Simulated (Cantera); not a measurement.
Cantera run:

```python
import numpy as np
import cantera as ct

gas_names = """
    AL ALH ALN AL2 H H2 N NH NH2 NH3 N2 N2H2 N2H4
""".split()
cond_names = """
    AL(cr) AL(L) ALN(s)
""".split()


def load(file, names, dense=False):
    # The tables refer to 1 bar. Condensed volumes are neglected.
    table = {s.name: s for s in ct.Species.list_from_file(file)}
    out = []
    for n in names:
        d = dict(table[n].input_data)
        d["thermo"] = dict(d["thermo"], **{"reference-pressure": 1e5})
        if dense:
            d["equation-of-state"] = {"model": "constant-volume", "density": "1e6 g/cm^3"}
        out.append(ct.Species.from_dict(d))
    return out


gas = ct.Solution(thermo="ideal-gas", species=load("nasa_gas.yaml", gas_names))
cond = {s.name: ct.Solution(thermo="fixed-stoichiometry", species=[s], name=s.name)
        for s in load("nasa_condensed.yaml", cond_names, dense=True)}
atoms = {
    'Al': {'AL': 1},
    'NH3': {'N': 1, 'H': 3},
    'H2': {'H': 2},
}
top_T = {'ALN(s)': 2750}  # K; cautious upper limits of use, not melting points


def equilibrate(T, P, feed):
    n = {}
    for name, mol in feed.items():
        for a, k in atoms[name].items():
            n[a] = n.get(a, 0.0) + k * mol
    gas.TPX = T, P, n
    mass = sum(n.values()) * gas.mean_molecular_weight
    gas.equilibrate("TP")
    valid = [c for c in cond.values() if c.min_temp <= T <= top_T.get(c.name, c.max_temp)]
    mix = ct.Mixture([(gas, mass / gas.mean_molecular_weight)] + [(c, 0.0) for c in valid])
    mix.T, mix.P = T, P
    mix.equilibrate("TP", solver="vcs", rtol=1e-11, max_steps=5000)
    return mix


results = []
feed = {'Al': 1, 'NH3': 14, 'H2': 2.4}  # mol
for P in [10, 32, 100, 320, 1000, 3200, 10000, 32000, 100000]:
    for T in [1523, 1573, 1623, 1673, 1723, 1773, 1823, 1873, 1923, 1973, 2023, 2073]:
        mix = equilibrate(T, P, feed)
        results.append((T, P, feed, dict(zip(mix.species_names, mix.species_moles))))

for T, P, feed, n in results:
    print(f"{T:7g} {P:10.4g}  " + (" + ".join(c for c in cond_names if n.get(c, 0) > 1e-12) or "gas only"))
```

Result:

```
   1523         10  ALN(s)
   1573         10  ALN(s)
   1623         10  ALN(s)
   1673         10  ALN(s)
   1723         10  gas only
   1773         10  gas only
   1823         10  gas only
   1873         10  gas only
   1923         10  gas only
   1973         10  gas only
   2023         10  gas only
   2073         10  gas only
   1523         32  ALN(s)
   1573         32  ALN(s)
   1623         32  ALN(s)
   1673         32  ALN(s)
   1723         32  ALN(s)
   1773         32  gas only
   1823         32  gas only
   1873         32  gas only
   1923         32  gas only
   1973         32  gas only
   2023         32  gas only
   2073         32  gas only
   1523        100  ALN(s)
   1573        100  ALN(s)
   1623        100  ALN(s)
   1673        100  ALN(s)
   1723        100  ALN(s)
   1773        100  ALN(s)
   1823        100  gas only
   1873        100  gas only
   1923        100  gas only
   1973        100  gas only
   2023        100  gas only
   2073        100  gas only
   1523        320  ALN(s)
   1573        320  ALN(s)
   1623        320  ALN(s)
   1673        320  ALN(s)
   1723        320  ALN(s)
   1773        320  ALN(s)
   1823        320  ALN(s)
   1873        320  ALN(s)
   1923        320  gas only
   1973        320  gas only
   2023        320  gas only
   2073        320  gas only
   1523       1000  ALN(s)
   1573       1000  ALN(s)
   1623       1000  ALN(s)
   1673       1000  ALN(s)
   1723       1000  ALN(s)
   1773       1000  ALN(s)
   1823       1000  ALN(s)
   1873       1000  ALN(s)
   1923       1000  ALN(s)
   1973       1000  ALN(s)
   2023       1000  gas only
   2073       1000  gas only
   1523       3200  ALN(s)
   1573       3200  ALN(s)
   1623       3200  ALN(s)
   1673       3200  ALN(s)
   1723       3200  ALN(s)
   1773       3200  ALN(s)
   1823       3200  ALN(s)
   1873       3200  ALN(s)
   1923       3200  ALN(s)
   1973       3200  ALN(s)
   2023       3200  ALN(s)
   2073       3200  ALN(s)
   1523      1e+04  ALN(s)
   1573      1e+04  ALN(s)
   1623      1e+04  ALN(s)
   1673      1e+04  ALN(s)
   1723      1e+04  ALN(s)
   1773      1e+04  ALN(s)
   1823      1e+04  ALN(s)
   1873      1e+04  ALN(s)
   1923      1e+04  ALN(s)
   1973      1e+04  ALN(s)
   2023      1e+04  ALN(s)
   2073      1e+04  ALN(s)
   1523    3.2e+04  ALN(s)
   1573    3.2e+04  ALN(s)
   1623    3.2e+04  ALN(s)
   1673    3.2e+04  ALN(s)
   1723    3.2e+04  ALN(s)
   1773    3.2e+04  ALN(s)
   1823    3.2e+04  ALN(s)
   1873    3.2e+04  ALN(s)
   1923    3.2e+04  ALN(s)
   1973    3.2e+04  ALN(s)
   2023    3.2e+04  ALN(s)
   2073    3.2e+04  ALN(s)
   1523      1e+05  ALN(s)
   1573      1e+05  ALN(s)
   1623      1e+05  ALN(s)
   1673      1e+05  ALN(s)
   1723      1e+05  ALN(s)
   1773      1e+05  ALN(s)
   1823      1e+05  ALN(s)
   1873      1e+05  ALN(s)
   1923      1e+05  ALN(s)
   1973      1e+05  ALN(s)
   2023      1e+05  ALN(s)
   2073      1e+05  ALN(s)
```

Equilibrium computed with Cantera from the NASA thermochemical tables; the gas is ideal and each condensed phase is pure.
